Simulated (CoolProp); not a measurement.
50 sccm (0 °C, 1 atm) of nitrogen bubbles through liquid tetradecamethylhexasiloxane (MD4M) at 371.9 K and leaves saturated at a total pressure of 0.0053 MPa (ideal gas phase). Each further row changes one setting.

Values from CoolProp's reference Helmholtz-energy equation of state, Thol 2019.

```json
[
 {"case": "as stated", "vapour pressure (kPa)": "0.285", "mole fraction of vapour": "0.0537", "delivery (mg/min)": "…", "delivery (sccm)": "2.84", "change of delivery for a bath 1 K warmer (%)": "6.5"},
 {"case": "bath temperature 376.9 K", "vapour pressure (kPa)": "…", "mole fraction of vapour": "0.0720", "delivery (mg/min)": "…", "delivery (sccm)": "3.88", "change of delivery for a bath 1 K warmer (%)": "…"},
 {"case": "total pressure 0.0106 MPa", "vapour pressure (kPa)": "0.285", "mole fraction of vapour": "…", "delivery (mg/min)": "…", "delivery (sccm)": "…", "change of delivery for a bath 1 K warmer (%)": "6.3"}
]
```

Question: Some entries are withheld; supply them.

Answer: 
- as stated, delivery (mg/min): 58.1
- bath temperature 376.9 K, vapour pressure (kPa): 0.382
- bath temperature 376.9 K, delivery (mg/min): 79.5
- bath temperature 376.9 K, change of delivery for a bath 1 K warmer (%): 6.4
- total pressure 0.0106 MPa, mole fraction of vapour: 0.0268
- total pressure 0.0106 MPa, delivery (mg/min): 28.2
- total pressure 0.0106 MPa, delivery (sccm): 1.38
